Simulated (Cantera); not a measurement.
Mixture: CH4 : O2 : N2 : H2O = 1 : 2.04 : 10.8 : 1.9 (molar parts), at 7.40 atm, adiabatic and at constant volume. Ignition delay is the time to a rise of 400 K.

Model: GRI-Mech 3.0 (53 species, 325 reactions), integrated in Cantera.

### Question
What does this change do: 1.4 parts H2 added?

### Answer
| quantity | before | after |
|---|---|---|
| delay at 1050 K | 65.6 ms | 5.51 ms |
| delay at 1100 K | 31.8 ms | 2.06 ms |
| delay at 1150 K | 16.5 ms | 0.846 ms |
| delay at 1200 K | 9.00 ms | 0.389 ms |
| delay at 1250 K | 5.10 ms | 0.204 ms |
| delay at 1300 K | 2.97 ms | 0.121 ms |
| delay at 1350 K | 1.76 ms | 79.5 µs |
| apparent activation energy between 1250 and 1350 K | 150 kJ/mol | 130 kJ/mol |

### Question
What does this change do: H2O 1.9 to 3.4 parts?

### Answer
```tsv
quantity	before	after
delay at 1050 K	65.6 ms	69.0 ms
delay at 1100 K	31.8 ms	33.4 ms
delay at 1150 K	16.5 ms	17.4 ms
delay at 1200 K	9.00 ms	9.59 ms
delay at 1250 K	5.10 ms	5.52 ms
delay at 1300 K	2.97 ms	3.27 ms
delay at 1350 K	1.76 ms	1.97 ms
apparent activation energy between 1250 and 1350 K	150 kJ/mol	140 kJ/mol
```
